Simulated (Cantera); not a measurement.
**Transport properties of process gases**

Gas mixture: 100 % C2H2, at 1.00 bar, frozen composition.

Cantera's kinetic-theory transport with the Lennard-Jones parameters of GRI-Mech 3.0, ideal gas; thermal conductivity in the mixture-averaged form. The composition is frozen, though it would react at the higher temperatures.

```csv
T (K),ρ (kg/m³),cp (J/kg/K),μ (µPa s),λ (mW/m/K),Pr,D (cm²/s) NO,D (cm²/s) C2H2,D (cm²/s) CO2
400,0.783,1931,13.6,35.7,0.734,0.280,0.000,0.215
550,0.569,2170,17.6,51.9,0.737,0.489,0.000,0.385
700,0.447,2340,21.2,67.5,0.735,0.741,0.000,0.592
850,0.368,2482,24.4,82.7,0.734,1.03,0.000,0.832
1000,0.313,2608,27.4,97.4,0.734,1.36,0.000,1.10
1150,0.272,2718,30.2,112,0.734,1.71,0.000,1.40
1300,0.241,2814,32.8,126,0.734,2.10,0.000,1.72
1450,0.216,2896,35.3,139,0.734,2.52,0.000,2.07
```
D: mixture-averaged diffusion coefficient of that species in the mixture.
